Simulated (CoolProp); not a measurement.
Vapour-liquid equilibrium of propylene (1) + isobutane (2) at 0.0465 MPa; x and y are mole fractions of (1).

Model: multi-fluid Helmholtz-energy mixture model, Lemmon 2013 and Bücker 2006; pair parameters Bell 2016, in CoolProp.

```tsv
x	bubble temperature, mixture model (°C)	bubble temperature, Raoult's law (°C)	y, mixture model	y, Raoult's law
0.05	-34.9	-33.6	0.237	0.197
0.2	-42.0	-42.1	0.529	0.557
0.35	-46.1	-48.2	0.674	0.741
0.5	-50.0	-53.0	0.793	0.848
0.65	-54.1	-56.8	0.894	0.915
0.8	-58.5	-59.9	0.963	0.960
0.95	-62.4	-62.6	0.995	0.992
```

The largest gap from Raoult's law is +3.0 K in bubble temperature, at x = 0.5. No azeotrope shows between x = 0.05 and 0.95.

Pair parameters are fitted to limited data, so mixtures are less certain than the pure fluids. The gap from Raoult's law changes sign with composition, which may be real or a fault of the pair parameters; it wasn't checked against measurements.
